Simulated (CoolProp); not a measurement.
Computed with CoolProp (reference Helmholtz-energy equation of state, Tillner-Roth 1997).

**Question.** For CH2F2 (R32), give the phase and the cv (kJ/(kg K)), Joule-Thomson coefficient (K/MPa), viscosity (µPa s), Prandtl number at 259.5 K and 0.0106 MPa.

**Answer.** 
- 259.5 K and 0.0106 MPa: gas; cv 0.615, Joule-Thomson coefficient 43.1, viscosity 11.6, Prandtl number 0.831

Viscosity comes from a separate model (Bell 2016), an estimate that may be off by 10 % or more. Thermal conductivity comes from a separate model (Huber 2003), an estimate that may be off by 10 % or more.
